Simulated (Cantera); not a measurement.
Oxide etching and cleaning by halides: Fe₂O₃ + Cl₂ + H₂

A closed system holds: 1 mol Fe₂O₃, 34 mol Cl₂, 0.27 mol H₂, equilibrated at 725 K and 1.60 Pa.

Method: chemical equilibrium by Gibbs-energy minimisation in Cantera with the NASA 1993 tables (ideal gas, pure condensed phases). Candidate condensed phases: Fe, FeCl₂, FeCl₃, FeO, Fe(OH)₂, Fe(OH)₃, Fe₂O₃, Fe₃O₄, H₂O; 22 gas species. Condensed phases not in the tables: FeOCl. Rates play no part.

```yaml
x(Cl₂): 0.976
x(HCl): 0.0157
x(FeCl₃): 0.00433
x(O₂): 0.00327
x(Cl): 0.000339
x(FeCl₂): 2.50e-5
n(Fe₂O₃(s)): 0.925 mol
gas_amount: 34.31 mol
log10 activity of FeCl₂(s) (absent): -4.08
log10 activity of Fe(α) (absent): -17.24
log10 activity of Fe(OH)₂(s) (absent): -19.95
```
